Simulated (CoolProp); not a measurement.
n-dodecane along the isotherm 346.85 °C: Z from the reference equation and from simpler models built on Tc = 385.0 °C, pc = 1.818 MPa, ω = 0.574; each cubic takes its own stable root.

Values from CoolProp's reference Helmholtz-energy equation of state, Lemmon 2004. It is a short technical equation, of lower accuracy than the large ones.

```csv
p (MPa),phase,reference
0.0575,gas,0.9838
0.118,gas,0.9664
0.242,gas,0.9298
0.498,gas,0.8484
1.02,gas,0.6344
2.1,liquid,0.1553
4.31,liquid,0.3011
8.85,liquid,0.5798
18.2,liquid,1.110
```

Question: How far does each simpler model (van der Waals, Redlich-Kwong, Peng-Robinson) lie from the reference over these 9 states: mean and median of the absolute difference, and the worst?

Answer: 
- van der Waals: mean 30.9 %, median 19.3 %, worst +75.2 % at 346.85 °C and 2.1 MPa
- Redlich-Kwong: mean 12.9 %, median 12.6 %, worst +35.4 % at 346.85 °C and 2.1 MPa
- Peng-Robinson: mean 3.9 %, median 2.5 %, worst +12.2 % at 346.85 °C and 2.1 MPa
